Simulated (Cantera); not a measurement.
Input (Python, Cantera) and output of one run.

```python
import numpy as np
import cantera as ct

gas_names = """
    H HO2 H2 H2O H2O2 O OH O2 O3 V VO VO2
""".split()
cond_names = """
    H2O(s) H2O(L) V(cr) V(L) VO(s) VO(L) V2O3(s) V2O3(L) V2O4(I) V2O4(II) V2O4(L) V2O5(s) V2O5(L)
""".split()


# ... load() reads the species with a 1 bar reference pressure and builds the phases ...
atoms = {
    'V': {'V': 1},
    'H2O': {'H': 2, 'O': 1},
    'H2': {'H': 2},
}
top_T = {}  # K; cautious upper limits of use, not melting points


# ... equilibrate(T, P, feed) seeds the gas with the atoms and calls Mixture.equilibrate('TP', solver="vcs", rtol=1e-11, max_steps=5000) ...
results = []
feed = {'V': 1, 'H2O': 0.065, 'H2': 140}  # mol
P = 180000  # Pa
for T in [1875, 1950, 2025, 2100, 2175, 2250, 2325, 2400, 2475, 2550]:
    mix = equilibrate(T, P, feed)
    results.append((T, P, feed, dict(zip(mix.species_names, mix.species_moles))))

top = {s: max(r[3][s] / sum(r[3][g] for g in gas_names) for r in results) for s in gas_names}
cols = sorted((s for s in top if top[s] > 0.0001), key=lambda s: -top[s])[:6]
seen = [c for c in cond_names if any(r[3].get(c, 0) > 1e-12 for r in results)]
print("log10 of partial pressures in bar; condensed amounts in mol")
print(f"{'T/K':>10s}" + "".join(f"{s[:9]:>10s}" for s in cols + seen))
for T, P, feed, n in results:
    ng = sum(n[g] for g in gas_names)
    print(f"{T:10.4g}" + "".join(f"{np.log10(max(n[s] / ng * P / 1e5, 1e-99)):10.3f}" for s in cols)
          + "".join(f"{n.get(c, 0):10.4g}" for c in seen))
```

Result:

```
log10 of partial pressures in bar; condensed amounts in mol
       T/K        H2         H         V       H2O     V(cr)      V(L)     VO(s)
      1875     0.255    -3.056    -6.515    -3.495    0.9599         0   0.04006
      1950     0.255    -2.813    -5.975    -3.324    0.9719         0   0.02798
      2025     0.254    -2.588    -5.475    -3.167    0.9878         0    0.0117
      2100     0.254    -2.379    -5.013    -3.083    0.9986         0         0
      2175     0.253    -2.185    -4.583    -3.088    0.9968         0         0
      2250     0.253    -2.003    -4.198    -3.095         0    0.9929         0
      2325     0.251    -1.833    -3.842    -3.107         0    0.9851         0
      2400     0.250    -1.673    -3.510    -3.125         0    0.9698         0
      2475     0.248    -1.524    -3.199    -3.152         0    0.9412         0
      2550     0.245    -1.384    -2.907    -3.189         0    0.8891         0
```

Method: chemical equilibrium by Gibbs-energy minimisation in Cantera with the NASA 1993 tables (ideal gas, pure condensed phases). Mutual solubility and eutectic melting of coexisting phases are not modelled. VO: taken at fixed stoichiometry. Condensed phases not in the tables: N, O or C dissolved in the metal.
